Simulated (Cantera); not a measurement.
Adiabatic ignition

An adiabatic, constant-pressure homogeneous reactor starts with H2 : O2 : N2 = 1 : 0.685 : 2.58 (molar parts), at 1275 K and 100000 Pa.

Cantera simulation using the H2/O2 subset of GRI-Mech 3.0, which has no nitrogen chemistry; the numbers are that mechanism's predictions, not measurements.

```json
[
 {"t (s)": "4.00e-6", "T (K)": "1275", "x H2": "0.234", "x O2": "0.161", "x O": "1.60e-8", "x OH": "9.95e-9", "x HO2": "4.69e-8", "x H2O2": "2.26e-10", "x H": "9.50e-8"},
 {"t (s)": "1.34e-5", "T (K)": "1275", "x H2": "0.234", "x O2": "0.161", "x O": "2.18e-6", "x OH": "1.34e-6", "x HO2": "1.52e-6", "x H2O2": "9.20e-9", "x H": "1.24e-5"},
 {"t (s)": "4.47e-5", "T (K)": "1957", "x H2": "0.0346", "x O2": "0.0566", "x O": "0.0257", "x OH": "0.0236", "x HO2": "2.05e-5", "x H2O2": "7.53e-7", "x H": "0.0505"},
 {"t (s)": "0.000150", "T (K)": "2534", "x H2": "0.0191", "x O2": "0.0481", "x O": "0.0102", "x OH": "0.0271", "x HO2": "8.43e-6", "x H2O2": "3.11e-7", "x H": "0.0110"},
 {"t (s)": "0.000500", "T (K)": "2656", "x H2": "0.0132", "x O2": "0.0468", "x O": "0.00654", "x OH": "0.0241", "x HO2": "1.04e-5", "x H2O2": "4.86e-7", "x H": "0.00557"},
 {"t (s)": "0.00167", "T (K)": "2657", "x H2": "0.0131", "x O2": "0.0468", "x O": "0.00653", "x OH": "0.0241", "x HO2": "1.04e-5", "x H2O2": "4.87e-7", "x H": "0.00556"},
 {"t (s)": "0.00560", "T (K)": "2657", "x H2": "0.0131", "x O2": "0.0468", "x O": "0.00653", "x OH": "0.0241", "x HO2": "1.04e-5", "x H2O2": "4.87e-7", "x H": "0.00556"},
 {"t (s)": "0.0187", "T (K)": "2657", "x H2": "0.0131", "x O2": "0.0468", "x O": "0.00653", "x OH": "0.0241", "x HO2": "1.04e-5", "x H2O2": "4.87e-7", "x H": "0.00556"},
 {"t (s)": "0.0626", "T (K)": "2657", "x H2": "0.0131", "x O2": "0.0468", "x O": "0.00653", "x OH": "0.0241", "x HO2": "1.04e-5", "x H2O2": "4.87e-7", "x H": "0.00556"},
 {"t (s)": "0.209", "T (K)": "2657", "x H2": "0.0131", "x O2": "0.0468", "x O": "0.00653", "x OH": "0.0241", "x HO2": "1.04e-5", "x H2O2": "4.87e-7", "x H": "0.00556"},
 {"t (s)": "0.700", "T (K)": "2657", "x H2": "0.0131", "x O2": "0.0468", "x O": "0.00653", "x OH": "0.0241", "x HO2": "1.04e-5", "x H2O2": "4.87e-7", "x H": "0.00556"}
]
```
x: mole fraction; the columns are a selection and need not sum to one.

```json
{
 "time_of_steepest_temperature_rise": "31.5 µs",
 "temperature at 0.700 s": "2657 K",
 "equilibrium_temperature": "2657 K",
 "x(H2) at 0.700 s": "0.0131 (gas-phase equilibrium 0.0131)",
 "x(O2) at 0.700 s": "0.0468 (gas-phase equilibrium 0.0468)",
 "x(O) at 0.700 s": "0.00653 (gas-phase equilibrium 0.00653)"
}
```
